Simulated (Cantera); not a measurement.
Charge: 1 mol C₂H₄, 7.4 mol H₂, 2.6 mol N₂, held at 2700 K and 0.0133 bar.

These are equilibrium values from Cantera (NASA tables, ideal gas, pure condensed phases), not measurements of a reactor. Candidate condensed phases: C, C₆H₆, C₇H₈, C₈H₁₈; 92 gas species. Equilibrium is a limit: real reactors are often held back by kinetics, nucleation or transport.

Base state: H₂ 0.456, H 0.332, N₂ 0.162, HCN 0.0306, C₂H₂ (acetylene) 0.0108, HNC 0.00443, CN 0.00167, C₂H 0.000832 (mole fractions); condensed: C(graphite).

### Question
What changes in the equilibrium state with this change: temperature from 2700 K to 1875 K?

### Answer
```
species             before     after
----------------  --------  --------
H₂                   0.456     0.777
N₂                   0.162     0.214
H                    0.332   0.00500
C₂H₂ (acetylene)    0.0108  0.000246
HCN                 0.0306   0.00356
C₃                0.000660     <1e-9
C                 0.000159     <1e-9
C₂                 6.32e-5     <1e-9
C₂H               0.000832   1.88e-8
C(graphite), mol      1.10      1.95
```

### Question
What changes in the equilibrium state with this change: temperature from 2700 K to 1773 K?

### Answer
```
species             before     after
----------------  --------  --------
H₂                   0.456     0.780
N₂                   0.162     0.215
HCN                 0.0306   0.00220
H                    0.332   0.00218
C₂H₂ (acetylene)    0.0108  0.000109
C₃                0.000660     <1e-9
C₂H               0.000832   2.38e-9
C(graphite), mol      1.10      1.97
```

### Question
What changes in the equilibrium state with this change: temperature from 2700 K to 1898 K?

### Answer
| species | before | after |
|---|---|---|
| H₂ | 0.456 | 0.776 |
| N₂ | 0.162 | 0.214 |
| H | 0.332 | 0.00596 |
| C₂H₂ (acetylene) | 0.0108 | 0.000292 |
| HCN | 0.0306 | 0.00393 |
| C₃ | 0.000660 | <1e-9 |
| C | 0.000159 | <1e-9 |
| C₂ | 6.32e-5 | <1e-9 |
| C₂H | 0.000832 | 2.91e-8 |
| CN | 0.00167 | 5.56e-7 |
| C(graphite), mol | 1.10 | 1.94 |
